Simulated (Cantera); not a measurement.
An adiabatic, constant-volume homogeneous reactor starts with CH4 : C2H6 : O2 : N2 = 1 : 0.052 : 1.82 : 6.84 (molar parts), equivalence ratio 1.2, at 1100 K and 23000 Pa.

Cantera simulation using GRI-Mech 3.0 (53 species, 325 reactions); the numbers are that mechanism's predictions, not measurements.

Question: Predict: time of steepest temperature rise; temperature at 7.00 s; equilibrium temperature; x(O2) at 7.00 s; x(H2) at 7.00 s; x(NO) at 7.00 s; x(O) at 7.00 s.

Answer: 
```json
{
 "time_of_steepest_temperature_rise": "0.148 s",
 "temperature at 7.00 s": "2714 K",
 "equilibrium_temperature": "2714 K",
 "x(O2) at 7.00 s": "0.00825 (gas-phase equilibrium 0.00825)",
 "x(H2) at 7.00 s": "0.0344 (gas-phase equilibrium 0.0344)",
 "x(NO) at 7.00 s": "0.00589 (gas-phase equilibrium 0.00589)",
 "x(O) at 7.00 s": "0.00449 (gas-phase equilibrium 0.00449)"
}
```
